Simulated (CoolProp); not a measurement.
Tetrahydrofuran at several states: Z from the reference equation and from simpler models built on Tc = 540.2 K, pc = 5304 kPa, ω = 0.234; each cubic takes its own stable root.

Model: reference Helmholtz-energy equation of state, Fiedler 2023, in CoolProp.

```csv
T (K),p (kPa),phase,reference
462.4,1270,gas,0.8455
232.2,6160,liquid,0.2406
380.2,239,gas,0.9520
291,50.4,liquid,0.001688
452.2,550,gas,0.9343
```

Q: How far does each simpler model (van der Waals, Peng-Robinson) lie from the reference over these 5 states: mean and median of the absolute difference, and the worst?

A: 
- van der Waals: mean 11704.0 %, median 4.7 %, worst +58448.6 % at 291 K and 50.4 kPa
- Peng-Robinson: mean 1.7 %, median 0.9 %, worst -4.3 % at 291 K and 50.4 kPa

At some of these states van der Waals gives the other phase, because its saturation line lies elsewhere.
